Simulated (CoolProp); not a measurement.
Hexamethyldisiloxane (MM) along the isotherm 299.45 °C: fugacity coefficient from the reference equation and from simpler models built on Tc = 245.6 °C, pc = 1931 kPa, ω = 0.418; each cubic takes its own stable root.

Values from CoolProp's reference Helmholtz-energy equation of state, Thol 2016.

```csv
p (kPa),phase,reference
80.5,gas,0.9896
161,gas,0.9792
241,gas,0.9689
322,gas,0.9586
402,gas,0.9484
483,gas,0.9382
563,gas,0.9282
644,gas,0.9180
724,gas,0.9081
805,gas,0.8981
885,gas,0.8883
966,gas,0.8784
```

Problem. How far does each simpler model (van der Waals, Soave-Redlich-Kwong, Peng-Robinson) lie from the reference over these 12 states: mean and median of the absolute difference, and the worst?

Solution. 
- van der Waals: mean 0.4 %, median 0.4 %, worst +0.7 % at 299.45 °C and 966 kPa
- Soave-Redlich-Kwong: mean 0.5 %, median 0.5 %, worst +0.9 % at 299.45 °C and 966 kPa
- Peng-Robinson: mean 0.4 %, median 0.4 %, worst -0.7 % at 299.45 °C and 966 kPa
